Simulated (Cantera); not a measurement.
Input: 1 mol TiO₂, 5.7 mol CO, held at 1275 °C and 0.750 bar.

Cantera equilibrium calculation (NASA polynomials, part measured and part estimated; ideal gas, pure solids and liquids). Candidate condensed phases: C, Ti, TiC, TiO, TiO₂, Ti₂O₃, Ti₃O₅, Ti₄O₇; 15 gas species. Mutual solubility and eutectic melting of coexisting phases are not modelled. Condensed phases not in the tables: Magnéli phases beyond Ti₄O₇. The numbers say what is thermodynamically allowed, not how fast it happens.

Base state: CO 0.992, CO₂ 0.00804 (mole fractions); condensed: TiO₂(rutile) + Ti₄O₇(s).

Problem. What changes in the equilibrium state with this change: temperature from 1275 °C to 2327 °C?

Solution. 
```
species             before     after
-----------------  -------  --------
CO                   0.992     0.956
CO₂                0.00804    0.0437
TiO₂                 <1e-9  0.000289
O                    <1e-9   8.70e-5
TiO                  <1e-9   5.92e-5
O₂                   <1e-9   1.05e-5
TiO₂(rutile), mol    0.817         0
Ti₄O₇(s), mol       0.0458         0
Ti₄O₇(l), mol            0     0.250
```
